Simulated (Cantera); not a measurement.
An isothermal, constant-pressure homogeneous reactor starts with CH4 : H2 : N2 = 0.01 : 1 : 0.0017 (molar parts), at 2148 K and 10.00 Torr. Integrator tolerance rtol = 1e-08.

Detailed kinetics in Cantera: GRI-Mech 3.0 (53 species, 325 reactions). GRI-Mech 3.0 stops at C3 and has no aromatics, soot or wall deposition, so with more carbon than oxygen in the feed, carbon stays in small species such as C2H2 where larger ones or solid carbon would form. Radical loss at walls, strong at low pressure, is not modelled.

What does this change do: pressure from 10.00 Torr to 120 Torr?


| quantity | before | after |
|---|---|---|
| x(CH4) at 1.00 s | 1.51e-5 (gas-phase equilibrium 5.36e-6) | 7.25e-5 (gas-phase equilibrium 6.71e-5) |
| x(H2) at 1.00 s | 0.963 (gas-phase equilibrium 0.958) | 0.983 (gas-phase equilibrium 0.983) |
| x(C2H) at 1.00 s | 4.47e-6 (gas-phase equilibrium 4.52e-6) | 1.52e-6 (gas-phase equilibrium 1.29e-6) |
| x(H) at 1.00 s | 0.0301 (gas-phase equilibrium 0.0356) | 0.0104 (gas-phase equilibrium 0.0104) |
| x(C2H2) at 1.00 s | 0.00480 (gas-phase equilibrium 0.00408) | 0.00482 (gas-phase equilibrium 0.00410) |
| x(C2H6) at 1.00 s | 3.74e-12 (gas-phase equilibrium <1e-12) | 1.05e-10 (gas-phase equilibrium 8.93e-11) |
| x(HCN) at 1.00 s | 8.15e-7 (gas-phase equilibrium 0.00142) | 8.83e-7 (gas-phase equilibrium 0.00144) |

What does this change do: temperature 2148 to 2923 K?


```csv
quantity,before,after
x(CH4) at 1.00 s,1.51e-5 (gas-phase equilibrium 5.36e-6),5.08e-8 (gas-phase equilibrium 4.64e-8)
x(H2) at 1.00 s,0.963 (gas-phase equilibrium 0.958),0.354 (gas-phase equilibrium 0.353)
x(C2H) at 1.00 s,4.47e-6 (gas-phase equilibrium 4.52e-6),0.000621 (gas-phase equilibrium 0.000532)
x(H) at 1.00 s,0.0301 (gas-phase equilibrium 0.0356),0.641 (gas-phase equilibrium 0.642)
x(C2H2) at 1.00 s,0.00480 (gas-phase equilibrium 0.00408),0.00224 (gas-phase equilibrium 0.00191)
x(C2H6) at 1.00 s,3.74e-12 (gas-phase equilibrium <1e-12),<1e-12 (gas-phase equilibrium <1e-12)
x(HCN) at 1.00 s,8.15e-7 (gas-phase equilibrium 0.00142),0.000213 (gas-phase equilibrium 0.000972)
```

What does this change do: temperature 2148 to 1448 K?


```json
[
 {"quantity": "x(CH4) at 1.00 s", "before": "1.51e-5 (gas-phase equilibrium 5.36e-6)", "after": "0.00987 (gas-phase equilibrium 0.00123)"},
 {"quantity": "x(H2) at 1.00 s", "before": "0.963 (gas-phase equilibrium 0.958)", "after": "0.988 (gas-phase equilibrium 0.993)"},
 {"quantity": "x(C2H) at 1.00 s", "before": "4.47e-6 (gas-phase equilibrium 4.52e-6)", "after": "<1e-12 (gas-phase equilibrium 4.10e-10)"},
 {"quantity": "x(H) at 1.00 s", "before": "0.0301 (gas-phase equilibrium 0.0356)", "after": "4.12e-5 (gas-phase equilibrium 8.01e-5)"},
 {"quantity": "x(C2H2) at 1.00 s", "before": "0.00480 (gas-phase equilibrium 0.00408)", "after": "5.18e-7 (gas-phase equilibrium 0.00377)"},
 {"quantity": "x(C2H6) at 1.00 s", "before": "3.74e-12 (gas-phase equilibrium <1e-12)", "after": "4.38e-8 (gas-phase equilibrium 4.15e-9)"},
 {"quantity": "x(HCN) at 1.00 s", "before": "8.15e-7 (gas-phase equilibrium 0.00142)", "after": "<1e-12 (gas-phase equilibrium 0.000990)"}
]
```
